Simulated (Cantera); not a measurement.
**Equilibrium for aluminium and copper etching: Cu + HF + N₂**

Input: 1 mol Cu, 3.5 mol HF, 33 mol N₂.

Cantera equilibrium calculation (NASA polynomials, part measured and part estimated; ideal gas, pure solids and liquids). Candidate condensed phases: Cu, CuF₂; 25 gas species. Rates play no part.

Stable condensed phases:

```
T in °C \ P in Pa
              1    4.2     18     75    320   1300   5600  24000 100000
   1175       A      A      B      B      B      B      B      B      B
   1125       A      A      B      B      B      B      B      B      B
   1075       A      B      B      B      B      B      B      B      B
   1025       B      B      B      B      B      B      B      B      B
    975       B      B      B      B      B      B      B      B      B
    925       B      B      B      B      B      B      B      B      B
    875       B      B      B      B      B      B      B      B      B
    825       B      B      B      B      B      B      B      B      B
    775       B      B      B      B      B      B      B      B      B
    725       B      B      B      B      B      B      B      B      B
    675       B      B      B      B      B      B      B      B      B
    625       B      B      B      B      B      B      B      B      B
    575       B      B      B      B      B      B      B      B      B
    525       B      B      B      B      B      B      B      B      B
```

A: gas only; B: Cu.
